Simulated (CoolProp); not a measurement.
Saturation properties of R114.

Values from CoolProp's reference Helmholtz-energy equation of state, Platzer 1990. This equation is an older, rougher fit; its heat capacities, sound speeds and derivatives of the liquid may be far off and weren't checked against measurements.

```csv
T (K),p (MPa),vapour Z,surface tension (mN/m)
281.3,0.1202,0.9558,12.9
292.7,0.1793,0.9402,11.6
304.2,0.2593,0.9211,10.3
315.7,0.3639,0.8984,8.99
327.1,0.4962,0.8720,7.75
338.6,0.6633,0.8411,6.55
350,0.8670,0.8058,5.40
361.5,1.116,0.7648,4.29
372.9,1.413,0.7179,3.25
```

It boils at 276.7 K under 1 atm.

Surface tension comes from a separate correlation (Mulero 2012).
